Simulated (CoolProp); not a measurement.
Properties of CH3F (R41) along the isobar 6.15 MPa (Tc = 44.1 °C, pc = 5.906 MPa, ω = 0.200).

The numbers come from the reference Helmholtz-energy equation of state, Lemmon 2006 in CoolProp. It is a short technical equation, of lower accuracy than the large ones.

| T (°C) | phase | density (kg/m³) | isothermal compressibility (1/MPa) | fugacity coefficient |
|---|---|---|---|---|
| -9.95 | liquid | 729.9 | 0.004930 | 0.2244 |
| 3.55 | liquid | 688.5 | 0.007177 | 0.3057 |
| 17.05 | liquid | 639.6 | 0.01171 | 0.3993 |
| 30.55 | liquid | 575.5 | 0.02478 | 0.5022 |
| 43.95 | liquid | 444.3 | 0.2494 | 0.6068 |
| 57.45 | supercritical | 143.4 | 0.3853 | 0.6705 |
| 70.95 | supercritical | 116.2 | 0.2813 | 0.7134 |
| 84.45 | supercritical | 101.5 | 0.2435 | 0.7481 |
| 97.95 | supercritical | 91.67 | 0.2233 | 0.7773 |
| 111.45 | supercritical | 84.30 | 0.2104 | 0.8023 |
| 124.85 | supercritical | 78.51 | 0.2016 | 0.8237 |
| 138.35 | supercritical | 73.71 | 0.1950 | 0.8425 |
| 151.85 | supercritical | 69.65 | 0.1900 | 0.8589 |
